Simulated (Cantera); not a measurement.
## Thermodynamics of silicon nitride deposition, feed SiH2Cl2 + NH3 + H2

Input: 1 mol SiH2Cl2, 0.54 mol NH3, 3 mol H2, at 70.0 mbar.

Cantera equilibrium calculation (NASA polynomials, part measured and part estimated; ideal gas, pure solids and liquids). Candidate condensed phases: NH4Cl, Si, Si3N4; 28 gas species. Mutual solubility and eutectic melting of coexisting phases are not modelled. The tables' values for SiCl3, SiCl are old estimates; treat these amounts as uncertain. Kinetics and transport are ignored.

From 798 K to 1598 K the condensed part is Si(s) + Si3N4(s). The main Si-bearing gas is SiCl4 at 798 K and SiCl2 at 1598 K. The share of Si in condensed phases is highest at 1198 K (52.4 %) and lowest at 1598 K (43.2 %).

```tsv
T (K)	x H2	x HCl	x SiCl2	x SiCl4	x SiHCl3	x SiCl3	x N2	n Si(s)	n Si3N4(s)
798	0.897	0.00240	6.52e-6	0.0752	0.0248	6.58e-5	<1e-12	0.0636	0.135
898	0.893	0.00786	9.34e-5	0.0743	0.0235	0.000379	1.42e-12	0.0717	0.135
998	0.884	0.0200	0.000762	0.0710	0.0218	0.00149	2.13e-10	0.0866	0.135
1098	0.867	0.0415	0.00404	0.0631	0.0192	0.00426	1.28e-8	0.107	0.135
1198	0.840	0.0725	0.0147	0.0482	0.0150	0.00896	3.83e-7	0.119	0.135
1298	0.806	0.106	0.0371	0.0276	0.00948	0.0131	6.74e-6	0.107	0.135
1398	0.778	0.130	0.0639	0.0106	0.00444	0.0126	7.83e-5	0.0737	0.135
1498	0.764	0.140	0.0820	0.00298	0.00168	0.00875	0.000651	0.0503	0.133
1598	0.757	0.141	0.0908	0.000790	0.000608	0.00538	0.00413	0.0634	0.123
```
x: gas mole fraction; n: condensed amount in mol.
